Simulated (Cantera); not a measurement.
A closed system holds: 1 mol SiHCl₃, 11 mol N₂, at 255 Torr.

Method: chemical equilibrium by Gibbs-energy minimisation in Cantera with the NASA 1993 tables (ideal gas, pure condensed phases). Candidate condensed phases: NH₄Cl, Si, Si₃N₄; 28 gas species. N₂ is the only nitrogen source here; it is nearly inert below about 1500 K, so the nitride shown seldom forms there in practice. The tables' values for SiCl₃ are old estimates; treat these amounts as uncertain. Rates play no part. All values below are at 1450 K.

Base state: N₂ 0.877, HCl 0.0688, SiCl₄ 0.0378, H₂ 0.00638, SiCl₃ 0.00593, SiCl₂ 0.00340, SiHCl₃ 0.000303, Cl 1.14e-5 (mole fractions); condensed: Si₃N₄(s).

What changes in the equilibrium state with this change: SiHCl₃ replaced by trisilylamine?


```json
[
 {"species": "N₂", "before": "0.877", "after": "0.679"},
 {"species": "H₂", "before": "0.00638", "after": "0.321"},
 {"species": "HCl", "before": "0.0688", "after": "0"},
 {"species": "SiCl₄", "before": "0.0378", "after": "0"},
 {"species": "SiCl₃", "before": "0.00593", "after": "0"},
 {"species": "SiCl₂", "before": "0.00340", "after": "0"},
 {"species": "SiHCl₃", "before": "0.000303", "after": "0"},
 {"species": "Cl", "before": "1.14e-5", "after": "0"},
 {"species": "Si₃N₄(s), mol", "before": "0.140", "after": "1.00"}
]
```
The feed counts by its element totals alone.
